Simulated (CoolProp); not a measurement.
Properties of cyclohexane along the isotherm 346.85 °C (Tc = 280.5 °C, pc = 4.081 MPa, ω = 0.209).

The numbers come from the reference Helmholtz-energy equation of state, Zhou 2014 in CoolProp.

```csv
p (MPa),phase,cv (kJ/(kg K)),speed of sound (m/s),isothermal compressibility (1/MPa),expansivity (1/kK)
5.1,supercritical,2.765,168.1,0.3322,6.563
10.2,supercritical,2.791,233.8,0.06664,6.261
15.3,supercritical,2.764,356.1,0.02172,3.182
20.4,supercritical,2.756,443.8,0.01245,2.284
25.5,supercritical,2.754,513.8,0.008663,1.849
30.6,supercritical,2.753,573.2,0.006625,1.586
35.7,supercritical,2.754,625.3,0.005359,1.408
40.8,supercritical,2.755,672.2,0.004497,1.277
```
